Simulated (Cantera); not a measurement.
Input: 1 mol SiH2Cl2, 140 mol N2, at 1050 °C and 0.0133 bar.

Method: chemical equilibrium by Gibbs-energy minimisation in Cantera with the NASA 1993 tables (ideal gas, pure condensed phases). Candidate condensed phases: NH4Cl, Si, Si3N4; 28 gas species. N2 is the only nitrogen source here; it is nearly inert below about 1500 K, so the nitride shown seldom forms there in practice. The tables' values for SiCl3 are old estimates; treat these amounts as uncertain. Equilibrium is a limit: real reactors are often held back by kinetics, nucleation or transport.

Base state: N2 0.986, HCl 0.0115, H2 0.00130, SiCl2 0.000471, SiCl4 0.000293, SiCl3 0.000159 (mole fractions); condensed: Si3N4(s).

### Question
What changes in the equilibrium state with this change: temperature from 1050 °C to 1425 °C?

### Answer
```tsv
species	before	after
N2	0.986	0.986
HCl	0.0115	0.00492
H2	0.00130	0.00455
SiCl2	0.000471	0.00450
Si	<1e-9	1.16e-5
SiCl	1.66e-9	1.61e-5
Si3N4(s), mol	0.290	0.118
```
The tables' values for SiCl3, SiCl are old estimates; treat these amounts as uncertain.
